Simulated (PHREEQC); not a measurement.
Dissolve 0.0011 mol NaOH, 0.015 mol K2SiO3 and 0.00028 mol (CH3)4NCl per kg of water at 20 °C. Closed to the air; pH follows from the charge balance.

The numbers come from PHREEQC with the ion-association model, phreeqc.dat.

This is a speciation only: nothing precipitates in the calculation.

Task: Estimate the pH, ionic strength.

Result: pH 12.25; ionic strength 0.0332 mol/kgw.

Task: In which forms is Si present?

Result: H3SiO4- 88 %, H2SiO4-2 12 % of the Si.

(CH3)4N+ isn't in the database: it is added as a free cation with an ion size of 4 Å.
